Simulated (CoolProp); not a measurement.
R245fa along the isotherm 320.8 K: Z from the reference equation and from simpler models built on Tc = 427.0 K, pc = 36.51 bar, ω = 0.378; each cubic takes its own stable root.

The numbers come from the reference Helmholtz-energy equation of state, Akasaka 2015 in CoolProp.

```
p (bar)   phase  reference  van der Waals  Redlich-Kwong  Soave-Redlich-Kwong  Peng-Robinson
-------  ------  ---------  -------------  -------------  -------------------  -------------
1.3         gas     0.9644         0.9789         0.9724               0.9682         0.9665
2.61        gas     0.9254         0.9567            ___               0.9343         0.9309
3.91     liquid    0.01541         0.9337         0.9125              0.01711        0.01510
5.22     liquid    0.02057         0.9093         0.8797              0.02283            ___
6.52     liquid    0.02568         0.8837        0.03046              0.02849            ___
7.82     liquid    0.03079         0.8565        0.03649              0.03414        0.03014
9.13     liquid    0.03593         0.8269        0.04255              0.03983        0.03516
10.4     liquid    0.04091        0.06971        0.04841                  ___        0.04003
11.7     liquid    0.04601        0.07824        0.05439              0.05097        0.04500
13       liquid    0.05110        0.08673        0.06036              0.05659        0.04997
14.3     liquid    0.05618        0.09519        0.06631              0.06221        0.05493
15.6     liquid    0.06127         0.1036        0.07225              0.06781        0.05989
17       liquid    0.06673         0.1127        0.07864              0.07384        0.06522
18.3     liquid    0.07181         0.1210        0.08455              0.07943        0.07016
```

Some entries are withheld; supply them.


- 2.61, Redlich-Kwong: 0.9432
- 5.22, Peng-Robinson: 0.02014
- 6.52, Peng-Robinson: 0.02514
- 10.4, Soave-Redlich-Kwong: 0.04534

At some of these states van der Waals, Redlich-Kwong gives the other phase, because its saturation line lies elsewhere.
